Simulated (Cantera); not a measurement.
Input: 1 mol MgO, 7.3 mol C, 0.16 mol H₂, equilibrated at 2175 K and 100 Torr.

Equilibrium computed with Cantera from the NASA thermochemical tables; the gas is ideal and each condensed phase is pure. Candidate condensed phases: C, C₆H₆, C₇H₈, C₈H₁₈, H₂O, Mg, MgCO₃, MgO, Mg(OH)₂; 116 gas species. The tables' values for MgH are old estimates; treat these amounts as uncertain. Equilibrium is a limit: real reactors are often held back by kinetics, nucleation or transport.

Base state: CO 0.462, Mg 0.462, H₂ 0.0716, H 0.00358, MgH 0.000773, C₂H₂ (acetylene) 0.000160 (mole fractions); condensed: C(graphite).

What changes in the equilibrium state with this change: temperature from 2175 K to 2623.15 K?


```json
[
 {"species": "CO", "before": "0.462", "after": "0.457"},
 {"species": "Mg", "before": "0.462", "after": "0.456"},
 {"species": "H₂", "before": "0.0716", "after": "0.0577"},
 {"species": "H", "before": "0.00358", "after": "0.0277"},
 {"species": "C₃", "before": "1.09e-8", "after": "2.31e-5"},
 {"species": "C₂H", "before": "2.58e-7", "after": "4.53e-5"},
 {"species": "C₂H₂ (acetylene)", "before": "0.000160", "after": "0.00102"},
 {"species": "MgH", "before": "0.000773", "after": "0.000833"},
 {"species": "C(graphite), mol", "before": "6.30", "after": "6.30"}
]
```
